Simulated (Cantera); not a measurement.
# Gas-phase reforming

An isothermal, constant-pressure homogeneous reactor starts with 28.6 % CH4, 71.4 % H2O, at 1500 K and 6.42 atm.

Model: GRI-Mech 3.0 (53 species, 325 reactions), integrated in Cantera.

```csv
t (s),x CH4,x H2O,x HCO,x CO2,x H2O2,x C2H6
1.00e-6,0.286,0.714,<1e-12,<1e-12,<1e-12,2.83e-10
3.15e-6,0.286,0.714,<1e-12,<1e-12,<1e-12,9.03e-9
9.92e-6,0.286,0.714,<1e-12,<1e-12,<1e-12,2.73e-7
3.12e-5,0.286,0.714,<1e-12,<1e-12,<1e-12,6.23e-6
9.84e-5,0.286,0.714,<1e-12,<1e-12,<1e-12,5.41e-5
0.000310,0.285,0.714,4.78e-12,2.75e-11,<1e-12,0.000214
0.000976,0.284,0.714,3.27e-11,2.21e-9,<1e-12,0.000622
0.00307,0.279,0.713,1.46e-10,1.67e-7,1.16e-12,0.00113
0.00968,0.264,0.706,1.77e-10,4.86e-6,1.10e-12,0.000980
0.0305,0.229,0.685,1.53e-10,6.50e-5,<1e-12,0.000555
0.0960,0.168,0.648,1.86e-10,0.000710,<1e-12,0.000264
0.302,0.119,0.599,4.53e-10,0.00559,<1e-12,0.000203
0.953,0.119,0.539,1.05e-9,0.0187,<1e-12,0.000183
3.00,0.111,0.462,2.28e-9,0.0292,<1e-12,0.000124
```
x: mole fraction; the columns are a selection and need not sum to one.

Equilibrium at this temperature and pressure: CH4 2.15e-5, H2O 0.247, HCO 8.58e-9, CO2 0.0260, H2O2 <1e-12, C2H6 2.74e-12 (gas phase only).
